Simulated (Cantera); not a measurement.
**Equilibrium for hydrogen reduction and annealing atmospheres: PbS + H2**

A closed system holds: 1 mol PbS, 1700 mol H2, equilibrated at 28.0 mbar.

Cantera equilibrium calculation (NASA polynomials, part measured and part estimated; ideal gas, pure solids and liquids). Candidate condensed phases: Pb, PbS, S; 10 gas species. The numbers say what is thermodynamically allowed, not how fast it happens.

At 327 °C the condensed part is Pb(s) + PbS(s). From 352 °C to 452 °C the condensed part is Pb(l) + PbS(s). At 477 °C the condensed part is Pb(l).

```tsv
T (°C)	x H2	x H2S	x Pb	x PbS	n Pb(s)	n PbS(s)	n Pb(l)
327	1.000	3.91e-5	1.84e-10	5.40e-11	0.0665	0.934	0
352	1.000	7.29e-5	8.33e-10	3.29e-10	0	0.876	0.124
377	1.000	0.000129	3.34e-9	1.74e-9	0	0.780	0.220
402	1.000	0.000220	1.21e-8	8.12e-9	0	0.627	0.373
427	1.000	0.000358	3.98e-8	3.39e-8	0	0.391	0.609
452	0.999	0.000564	1.21e-7	1.28e-7	0	0.0411	0.959
477	0.999	0.000588	3.39e-7	3.00e-7	0	0	0.999
```
x: gas mole fraction; n: condensed amount in mol.
